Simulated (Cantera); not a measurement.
# Equilibrium for carbothermic reduction: Ta₂O₅ + CO

Feed: 1 mol Ta₂O₅, 1.4 mol CO, equilibrated at 0.0100 bar.

Method: chemical equilibrium by Gibbs-energy minimisation in Cantera with the NASA 1993 tables (ideal gas, pure condensed phases). Candidate condensed phases: C, Ta, TaC, Ta₂O₅; 15 gas species. Mutual solubility and eutectic melting of coexisting phases are not modelled. TaC: taken at fixed stoichiometry. Condensed phases not in the tables: Ta₂C. Rates play no part.

```
T (K)   x CO    x TaO₂     x CO₂     x TaO  n TaC(s)  n Ta₂O₅(s)  n Ta₂O₅(l)
-----  -----  --------  --------  --------  --------  ----------  ----------
1573   0.999   2.41e-9  0.000554  5.17e-11  0.000221       1.000           0
1673   0.999   4.69e-8  0.000550   1.70e-9  0.000220       1.000           0
1773   0.999   6.45e-7  0.000547   3.72e-8  0.000219       1.000           0
1873   0.999   6.63e-6  0.000545   5.80e-7  0.000216       1.000           0
1973   0.999   5.33e-5  0.000544   6.81e-6  0.000203       1.000           0
2073   0.999  0.000340  0.000538   6.16e-5         0           0       1.000
2173   0.998   0.00122  0.000886  0.000184         0           0       0.999
```
x: gas mole fraction; n: condensed amount in mol.

From 1573 K to 1973 K the condensed part is TaC(s) + Ta₂O₅(s). From 2073 K to 2173 K the condensed part is Ta₂O₅(l).
